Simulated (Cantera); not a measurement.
An isothermal, constant-pressure homogeneous reactor starts with N₂O : H₂O = 1 : 0.0058 (molar parts), at 1525 K and 100.0 Torr. Integrator tolerance rtol = 1e-08.

Computed with Cantera and GRI-Mech 3.0 (53 species, 325 reactions). GRI-Mech 3.0 was tuned for natural gas; its chemistry of N2O as a main component is partial and can be far from experiment. The temperature is held fixed by assumption; the heat of reaction is taken as removed at once.

Q: What does this change do: temperature 1525 to 1125 K?

A: 
| quantity | before | after |
|---|---|---|
| x(N₂O) at 1.00 s | 0.000362 (gas-phase equilibrium 3.26e-8) | 0.967 (gas-phase equilibrium 3.04e-9) |
| x(H₂O) at 1.00 s | 0.00384 (gas-phase equilibrium 0.00383) | 0.00571 (gas-phase equilibrium 0.00385) |
| x(N₂) at 1.00 s | 0.588 (gas-phase equilibrium 0.663) | 0.0174 (gas-phase equilibrium 0.664) |
| x(O₂) at 1.00 s | 0.256 (gas-phase equilibrium 0.331) | 0.00831 (gas-phase equilibrium 0.332) |
| x(HO₂) at 1.00 s | 3.21e-8 (gas-phase equilibrium 3.85e-8) | 2.20e-7 (gas-phase equilibrium 9.21e-10) |
| x(OH) at 1.00 s | 3.53e-5 (gas-phase equilibrium 3.53e-5) | 2.72e-6 (gas-phase equilibrium 3.69e-7) |
| x(H₂O₂) at 1.00 s | 1.89e-10 (gas-phase equilibrium 1.93e-10) | 1.19e-9 (gas-phase equilibrium 9.49e-12) |
The mechanism lacks the step 2 NO + O2 → 2 NO2, which can matter for NO2 below about 1400 K.

Q: What does this change do: pressure from 100.0 Torr to 36.8 Torr?

A: 
```
quantity                                              before                                      after
-----------------  -----------------------------------------  -----------------------------------------
x(N₂O) at 1.00 s    0.000362 (gas-phase equilibrium 3.26e-8)     0.0169 (gas-phase equilibrium 1.98e-8)
x(H₂O) at 1.00 s     0.00384 (gas-phase equilibrium 0.00383)    0.00384 (gas-phase equilibrium 0.00383)
x(N₂) at 1.00 s          0.588 (gas-phase equilibrium 0.663)        0.576 (gas-phase equilibrium 0.663)
x(O₂) at 1.00 s          0.256 (gas-phase equilibrium 0.331)        0.249 (gas-phase equilibrium 0.331)
x(HO₂) at 1.00 s     3.21e-8 (gas-phase equilibrium 3.85e-8)    3.32e-8 (gas-phase equilibrium 3.00e-8)
x(OH) at 1.00 s      3.53e-5 (gas-phase equilibrium 3.53e-5)    9.13e-5 (gas-phase equilibrium 4.53e-5)
x(H₂O₂) at 1.00 s  1.89e-10 (gas-phase equilibrium 1.93e-10)  3.72e-10 (gas-phase equilibrium 1.17e-10)
```
Radical loss at walls, strong at low pressure, is not modelled.
